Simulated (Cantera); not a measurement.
A closed system holds: 1 mol AlI3, 43 mol N2, 86 mol H2, held at 1898 K.

Method: chemical equilibrium by Gibbs-energy minimisation in Cantera with the NASA 1993 tables (ideal gas, pure condensed phases). Candidate condensed phases: Al, AlI3, AlN, I2; 19 gas species. The numbers say what is thermodynamically allowed, not how fast it happens.

### Question
Which condensed phases are stable at each of these points (P (Pa)): 10, 32, 100, 320, 1000, 3200, 10000, 32000, 100000?

### Answer
```
P (Pa)  condensed phases  Al condensed (%)
------  ----------------  ----------------
10              gas only               0.0
32              gas only               0.0
100             gas only               0.0
320             gas only               0.0
1000            gas only               0.0
3200            gas only               0.0
10000           gas only               0.0
32000             AlN(s)              15.5
100000            AlN(s)              53.5
```

From 10.0 Pa to 0.100 bar nothing is condensed. From 0.320 bar to 1.00 bar the condensed part is AlN(s).
